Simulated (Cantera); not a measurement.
An adiabatic, constant-pressure homogeneous reactor starts with 22.5 % H2, 13.4 % O2, 50.4 % N2, 13.7 % H2O, equivalence ratio 0.84, at 950 K and 9.67 atm.

Cantera simulation using the H2/O2 subset of GRI-Mech 3.0, which has no nitrogen chemistry; the numbers are that mechanism's predictions, not measurements. The hydrogen kinetics of GRI-Mech 3.0 are dated; newer H2 mechanisms differ, most at raised pressure.

Problem. Predict: time of steepest temperature rise; temperature at 1.00 s; equilibrium temperature; x(H2) at 1.00 s; x(O2) at 1.00 s; x(H2O) at 1.00 s; x(H2O2) at 1.00 s; x(OH) at 1.00 s; x(H) at 1.00 s; x(O) at 1.00 s.

Solution. 
```
Quantity                                                               Value
---------------------------------  -----------------------------------------
time of steepest temperature rise                                    36.7 ms
temperature at 1.00 s                                                 2434 K
equilibrium temperature                                               2434 K
x(H2) at 1.00 s                      0.00357 (gas-phase equilibrium 0.00357)
x(O2) at 1.00 s                        0.0237 (gas-phase equilibrium 0.0237)
x(H2O) at 1.00 s                         0.399 (gas-phase equilibrium 0.399)
x(H2O2) at 1.00 s                    1.17e-6 (gas-phase equilibrium 1.17e-6)
x(OH) at 1.00 s                      0.00767 (gas-phase equilibrium 0.00767)
x(H) at 1.00 s                     0.000359 (gas-phase equilibrium 0.000359)
x(O) at 1.00 s                     0.000513 (gas-phase equilibrium 0.000513)
```
